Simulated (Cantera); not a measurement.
Feed: 1 mol C6H6, 0.3 mol H2O, 0.15 mol CH4, at 43500 Torr.

Cantera equilibrium calculation (NASA polynomials, part measured and part estimated; ideal gas, pure solids and liquids). Candidate condensed phases: C, C6H6, C7H8, C8H18, H2O; 110 gas species. The ideal-gas law is rough above about 30 bar. Rates play no part.

Question: At 1248 K, list the 7 most abundant gas species with their mole fractions, and the condensed phases.

Answer: H2 0.638, CH4 0.264, CO 0.0610, H2O 0.0348, CO2 0.00213, C2H6 0.000112, C2H4 3.40e-5. Condensed: C(graphite).
